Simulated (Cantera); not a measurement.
Input: 1 mol SiH2Cl2, 8.3 mol N2O, 11 mol N2, 8.8 mol H2O, equilibrated at 79.0 mbar.

These are equilibrium values from Cantera (NASA tables, ideal gas, pure condensed phases), not measurements of a reactor. Candidate condensed phases: H2O, NH4Cl, Si, SiO2, Si2N2O, Si3N4; 47 gas species. The tables hold silica as quartz up to 1696 K and as liquid above; real silica turns to tridymite and cristobalite and melts near 1996 K. Gases not in the tables: Si(OH)4. Equilibrium is a limit: real reactors are often held back by kinetics, nucleation or transport.

x: gas mole fraction; n: condensed amount in mol.

| T (K) | x N2 | x H2O | x O2 | x HCl | x Cl2 | x Cl | x OH | n SiO2(α-quartz) | n SiO2(β-quartz) | n SiO2(condensed) |
|---|---|---|---|---|---|---|---|---|---|---|
| 650 | 0.583 | 0.274 | 0.0908 | 0.0431 | 0.00867 | 4.30e-8 | (withheld) | 1.00 | 0 | 0 |
| 750 | 0.581 | 0.268 | 0.0932 | 0.0537 | 0.00329 | 5.54e-7 | (withheld) | 1.00 | 0 | 0 |
| 850 | 0.581 | 0.266 | 0.0942 | 0.0576 | 0.00127 | 3.54e-6 | (withheld) | 0 | 1.00 | 0 |
| 950 | 0.581 | 0.265 | 0.0945 | 0.0590 | 0.000558 | 1.49e-5 | (withheld) | 0 | 1.00 | 0 |
| 1050 | 0.581 | 0.265 | 0.0946 | 0.0596 | 0.000279 | 4.71e-5 | (withheld) | 0 | 1.00 | 0 |
| 1150 | 0.580 | 0.265 | 0.0946 | 0.0597 | 0.000156 | 0.000122 | (withheld) | 0 | 1.00 | 0 |
| 1250 | 0.580 | 0.265 | 0.0945 | 0.0597 | 9.45e-5 | 0.000270 | (withheld) | 0 | 1.00 | 0 |
| 1350 | 0.580 | 0.265 | 0.0944 | 0.0595 | 6.13e-5 | 0.000531 | (withheld) | 0 | 1.00 | 0 |
| 1450 | 0.580 | 0.265 | 0.0941 | 0.0591 | 4.18e-5 | 0.000949 | (withheld) | 0 | 1.00 | 0 |
| 1550 | 0.580 | 0.265 | 0.0938 | 0.0585 | 2.97e-5 | 0.00157 | (withheld) | 0 | 1.00 | 0 |
| 1650 | 0.579 | 0.265 | 0.0932 | 0.0576 | 2.16e-5 | 0.00242 | (withheld) | 0 | 1.00 | 0 |
| 1750 | 0.579 | 0.265 | 0.0924 | 0.0565 | 1.61e-5 | 0.00354 | (withheld) | 0 | 0 | 1.000 |
| 1850 | 0.578 | 0.265 | 0.0914 | 0.0551 | 1.22e-5 | 0.00493 | (withheld) | 0 | 0 | 1.000 |
| 1950 | 0.577 | 0.264 | 0.0900 | 0.0533 | 9.30e-6 | 0.00658 | (withheld) | 0 | 0 | 1.000 |

### Question
What belongs in the gaps?

### Answer

- 650, x OH: 8.02e-12
- 750, x OH: 4.33e-10
- 850, x OH: 9.22e-9
- 950, x OH: 1.03e-7
- 1050, x OH: 7.33e-7
- 1150, x OH: 3.70e-6
- 1250, x OH: 1.45e-5
- 1350, x OH: 4.61e-5
- 1450, x OH: 0.000125
- 1550, x OH: 0.000299
- 1650, x OH: 0.000643
- 1750, x OH: 0.00126
- 1850, x OH: 0.00231
- 1950, x OH: 0.00395
